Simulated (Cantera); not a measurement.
Charge: 1 mol n-butane, 0.024 mol CO₂, at 502 °C and 0.133 bar.

Method: chemical equilibrium by Gibbs-energy minimisation in Cantera with the NASA 1993 tables (ideal gas, pure condensed phases). Candidate condensed phases: C, C₆H₆, C₇H₈, C₈H₁₈, H₂O; 110 gas species. Rates play no part.

Base state: H₂ 0.810, CH₄ 0.179, H₂O 0.00920, CO 0.00189, CO₂ 0.000108 (mole fractions); condensed: C(graphite).

**Question.** What changes in the equilibrium state with this change: temperature from 502 °C to 1077 °C?

**Answer.** 
```json
[
 {"species": "H₂", "before": "0.810", "after": "0.990"},
 {"species": "CO", "before": "0.00189", "after": "0.00951"},
 {"species": "CH₄", "before": "0.179", "after": "0.000753"},
 {"species": "H₂O", "before": "0.00920", "after": "7.19e-6"},
 {"species": "CO₂", "before": "0.000108", "after": "3.51e-8"},
 {"species": "C(graphite), mol", "before": "3.26", "after": "3.97"}
]
```

**Question.** What changes in the equilibrium state with this change: CO₂ from 0.024 to 2.7 mol?

**Answer.** 
| species | before | after |
|---|---|---|
| H₂ | 0.810 | 0.411 |
| CO₂ | 0.000108 | 0.236 |
| H₂O | 0.00920 | 0.218 |
| CO | 0.00189 | 0.0882 |
| CH₄ | 0.179 | 0.0461 |
| C(graphite), mol | 3.26 | 4.13 |

**Question.** What changes in the equilibrium state with this change: CO₂ from 0.024 to 1.3 mol?

**Answer.** 
```json
[
 {"species": "H₂", "before": "0.810", "after": "0.551"},
 {"species": "H₂O", "before": "0.00920", "after": "0.198"},
 {"species": "CO₂", "before": "0.000108", "after": "0.109"},
 {"species": "CO", "before": "0.00189", "after": "0.0598"},
 {"species": "CH₄", "before": "0.179", "after": "0.0827"},
 {"species": "C(graphite), mol", "before": "3.26", "after": "3.93"}
]
```
